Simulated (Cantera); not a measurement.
Mixture: CH4 : O2 : N2 : H2O = 1 : 4.44 : 11.6 : 0.61 (molar parts), equivalence ratio 0.45, at 7.80 bar, adiabatic and at constant volume. Ignition delay is the time to a rise of 400 K.

Model: GRI-Mech 3.0 (53 species, 325 reactions), integrated in Cantera.

Problem. Predict: delay at 1148 K; delay at 1223 K; delay at 1298 K; delay at 1373 K; delay at 1448 K; delay at 1523 K; delay at 1598 K; apparent activation energy between 1448 and 1598 K.

Solution. 
- delay at 1148 K: 6.44 ms
- delay at 1223 K: 2.43 ms
- delay at 1298 K: 1.01 ms
- delay at 1373 K: 0.448 ms
- delay at 1448 K: 0.212 ms
- delay at 1523 K: 0.107 ms
- delay at 1598 K: 56.9 µs
- apparent activation energy between 1448 and 1598 K: 170 kJ/mol
